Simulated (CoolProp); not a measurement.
Values from CoolProp's reference Helmholtz-energy equation of state, Schroeder 2014.

Q: For ethanol, give the phase and the density (kg/m³), speed of sound (m/s) at -51.05 °C and 76 bar.

A: 
- -51.05 °C and 76 bar: liquid; density 854, speed of sound 1470
